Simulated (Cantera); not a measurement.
# Boron, boron nitride and boron oxide: BCl3 + H2

A closed system holds: 1 mol BCl3, a varied amount of H2, held at 1325 °C and 1.00 bar.

Cantera equilibrium calculation (NASA polynomials, part measured and part estimated; ideal gas, pure solids and liquids). Candidate condensed phases: B; 13 gas species. The tables' values for BCl2, BCl, BH2 are old estimates; treat these amounts as uncertain. Gases not in the tables: BHCl2. Rates play no part.

```csv
n(H2) (mol),x H2,x HCl,x BCl3,x BCl2,x BCl,x H,x BH2,x Cl,n B(s)
1.8,0.444,0.327,0.227,0.00221,0.000353,3.55e-5,1.14e-5,2.07e-5,0.320
4.7,0.650,0.274,0.0754,0.00106,0.000245,4.30e-5,1.66e-5,1.43e-5,0.542
7.7,0.739,0.226,0.0349,0.000635,0.000189,4.58e-5,1.89e-5,1.11e-5,0.677
11,0.794,0.187,0.0179,0.000407,0.000152,4.75e-5,2.03e-5,8.87e-6,0.771
14,0.827,0.161,0.0108,0.000290,0.000128,4.85e-5,2.12e-5,7.49e-6,0.827
17,0.851,0.141,0.00693,0.000216,0.000111,4.92e-5,2.18e-5,6.46e-6,0.866
19,0.864,0.130,0.00531,0.000181,0.000101,4.96e-5,2.21e-5,5.91e-6,0.885
22,0.880,0.116,0.00369,0.000142,8.96e-5,5.00e-5,2.25e-5,5.24e-6,0.907
25,0.892,0.105,0.00265,0.000114,8.02e-5,5.04e-5,2.28e-5,4.69e-6,0.924
28,0.902,0.0956,0.00197,9.34e-5,7.26e-5,5.06e-5,2.31e-5,4.25e-6,0.936
31,0.911,0.0877,0.00149,7.77e-5,6.63e-5,5.09e-5,2.33e-5,3.87e-6,0.946
34,0.918,0.0809,0.00116,6.57e-5,6.09e-5,5.11e-5,2.35e-5,3.56e-6,0.953
```
x: gas mole fraction; n: condensed amount in mol.

From 1.8 mol H2 to 34 mol H2 the condensed part is B(s). The main B-bearing gas is BCl3 throughout. The share of B in condensed phases is highest at 34 mol H2 (95.3 %) and lowest at 1.8 mol H2 (32.0 %).
